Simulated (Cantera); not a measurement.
Feed: 1 mol C3H6, 0.92 mol H2, 28 mol N2, at 150 Pa.

Equilibrium computed with Cantera from the NASA thermochemical tables; the gas is ideal and each condensed phase is pure. Candidate condensed phases: C, C6H6, C7H8, C8H18; 92 gas species. The numbers say what is thermodynamically allowed, not how fast it happens.

Question: What share of the C ends up in condensed phases as a function of T (K), at 1248, 1448, 1648, 1848, 2048, 2248, 2448, 2648?

Answer: 
```json
[
 {"T (K)": "1248", "C condensed (%)": "100.0", "as": "C(graphite)"},
 {"T (K)": "1448", "C condensed (%)": "99.7", "as": "C(graphite)"},
 {"T (K)": "1648", "C condensed (%)": "99.0", "as": "C(graphite)"},
 {"T (K)": "1848", "C condensed (%)": "97.2", "as": "C(graphite)"},
 {"T (K)": "2048", "C condensed (%)": "93.5", "as": "C(graphite)"},
 {"T (K)": "2248", "C condensed (%)": "87.8", "as": "C(graphite)"},
 {"T (K)": "2448", "C condensed (%)": "80.6", "as": "C(graphite)"},
 {"T (K)": "2648", "C condensed (%)": "60.7", "as": "C(graphite)"}
]
```
